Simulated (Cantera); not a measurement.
Charge: 1 mol Ti(OiPr)₄, 2.5 mol H₂, equilibrated at 1250 K and 2900 Pa.

Method: chemical equilibrium by Gibbs-energy minimisation in Cantera with the NASA 1993 tables (ideal gas, pure condensed phases). Candidate condensed phases: C, C₆H₆, C₇H₈, C₈H₁₈, H₂O, Ti, TiC, TiO, TiO₂, Ti₂O₃, Ti₃O₅, Ti₄O₇; 113 gas species. The feed counts by its element totals alone. Mutual solubility and eutectic melting of coexisting phases are not modelled. TiC: taken at fixed stoichiometry. Rates play no part.

Base state: H₂ 0.860, CO 0.139, CH₄ 0.000236, H₂O 5.24e-5 (mole fractions); condensed: C(graphite) + TiC(s) + Ti₃O₅(s).

Q: What changes in the equilibrium state with this change: temperature from 1250 K to 1898 K?

A: 
```json
[
 {"species": "H₂", "before": "0.860", "after": "0.801"},
 {"species": "CO", "before": "0.139", "after": "0.195"},
 {"species": "H", "before": "2.63e-6", "after": "0.00411"},
 {"species": "C₂H₂ (acetylene)", "before": "2.17e-7", "after": "0.000301"},
 {"species": "H₂O", "before": "5.24e-5", "after": "8.14e-7"},
 {"species": "C(graphite), mol", "before": "9.12", "after": "6.99"},
 {"species": "TiC(s), mol", "before": "0.205", "after": "1.00"},
 {"species": "Ti₃O₅(s), mol", "before": "0.265", "after": "0"}
]
```

Q: What changes in the equilibrium state with this change: temperature from 1250 K to 1825 K?

A: 
```
species             before     after
----------------  --------  --------
H₂                   0.860     0.803
CO                   0.139     0.195
H                  2.63e-6   0.00232
C₂H₂ (acetylene)   2.17e-7  0.000172
H₂O                5.24e-5   1.14e-6
CH₄               0.000236   1.32e-5
C(graphite), mol      9.12      6.99
TiC(s), mol          0.205      1.00
Ti₃O₅(s), mol        0.265         0
```

Q: What changes in the equilibrium state with this change: temperature from 1250 K to 1125 K?

A: 
| species | before | after |
|---|---|---|
| H₂ | 0.860 | 0.879 |
| CO | 0.139 | 0.120 |
| CH₄ | 0.000236 | 0.000647 |
| CO₂ | 5.43e-6 | 2.44e-5 |
| H₂O | 5.24e-5 | 0.000197 |
| C(graphite), mol | 9.12 | 9.74 |
| TiC(s), mol | 0.205 | 0 |
| Ti₃O₅(s), mol | 0.265 | 0 |
| Ti₄O₇(s), mol | 0 | 0.250 |
Condensed phases not in the tables: Magnéli phases beyond Ti₄O₇.
